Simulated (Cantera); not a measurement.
Input: 1 mol C₂F₆, 0.67 mol H₂, at 0.660 bar.

These are equilibrium values from Cantera (NASA tables, ideal gas, pure condensed phases), not measurements of a reactor. Candidate condensed phases: C, C₆H₆, C₇H₈, C₈H₁₈; 95 gas species. The feed counts by its element totals alone. Gases not in the tables: C₂F₆ and larger saturated fluorocarbons. Equilibrium is a limit: real reactors are often held back by kinetics, nucleation or transport.

What share of the C ends up in condensed phases as a function of T (°C), at 2302, 2352, 2402, 2452, 2502, 2552, 2602?


```json
[
 {"T (°C)": "2302", "C condensed (%)": "24.1", "as": "C(graphite)"},
 {"T (°C)": "2352", "C condensed (%)": "20.9", "as": "C(graphite)"},
 {"T (°C)": "2402", "C condensed (%)": "17.9", "as": "C(graphite)"},
 {"T (°C)": "2452", "C condensed (%)": "15.2", "as": "C(graphite)"},
 {"T (°C)": "2502", "C condensed (%)": "13.3", "as": "C(graphite)"},
 {"T (°C)": "2552", "C condensed (%)": "12.2", "as": "C(graphite)"},
 {"T (°C)": "2602", "C condensed (%)": "11.9", "as": "C(graphite)"}
]
```
